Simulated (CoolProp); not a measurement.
Vapour-liquid equilibrium of R134a (1) + R141b (2) at 346.5 K; x and y are mole fractions of (1).

Computed with CoolProp (multi-fluid Helmholtz-energy mixture model, Tillner-Roth 1994 and Lemmon 2006; pair parameters Bell 2016).

Give the bubble pressure and the first vapour's composition at x = 0.05, 0.35, 0.8. Is there an azeotrope?

x = 0.05: 476.6 kPa, y = 0.267; x = 0.35: 1125 kPa, y = 0.736; x = 0.8: 1896 kPa, y = 0.919. No azeotrope shows between x = 0.05 and 0.95.

The pair parameters rest on a limited set of measurements; away from them the model extrapolates.
